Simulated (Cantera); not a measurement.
**Diamond growth**

A diamond (100) surface in a fixed gas of H2 with x(CH4) = 0.0055, x(H) = 0.001, x(CH3) = 0.00016, 0.0711 atm; coverages are run to steady state.

Detailed kinetics in Cantera: the Harris–Goodwin 1993 mechanism for the reconstructed diamond (100) surface.

```json
[
 {"T (K)": "925", "growth (µm/h)": "3.49", "θ c6HH": "0.584", "θ c6H*": "0.0106", "θ c6*H": "0.273", "θ c6**": "0.00441", "θ c6HM": "0.101"},
 {"T (K)": "1000", "growth (µm/h)": "4.71", "θ c6HH": "0.546", "θ c6H*": "0.0165", "θ c6*H": "0.337", "θ c6**": "0.00792", "θ c6HM": "0.0672"},
 {"T (K)": "1075", "growth (µm/h)": "4.31", "θ c6HH": "0.515", "θ c6H*": "0.0238", "θ c6*H": "0.400", "θ c6**": "0.0128", "θ c6HM": "0.0328"},
 {"T (K)": "1150", "growth (µm/h)": "2.43", "θ c6HH": "0.483", "θ c6H*": "0.0318", "θ c6*H": "0.450", "θ c6**": "0.0184", "θ c6HM": "0.00955"},
 {"T (K)": "1225", "growth (µm/h)": "1.40", "θ c6HH": "0.451", "θ c6H*": "0.0394", "θ c6*H": "0.481", "θ c6**": "0.0237", "θ c6HM": "0.00210"},
 {"T (K)": "1300", "growth (µm/h)": "1.15", "θ c6HH": "0.426", "θ c6H*": "0.0465", "θ c6*H": "0.497", "θ c6**": "0.0282", "θ c6HM": "0.000452"},
 {"T (K)": "1375", "growth (µm/h)": "0.919", "θ c6HH": "0.411", "θ c6H*": "0.0530", "θ c6*H": "0.503", "θ c6**": "0.0315", "θ c6HM": "9.96e-5"}
]
```
θ: site fractions in the mechanism's names (c6HH fully hydrogenated, c6H* and c6*H radical sites, c6** diradical, c6HM methylated).
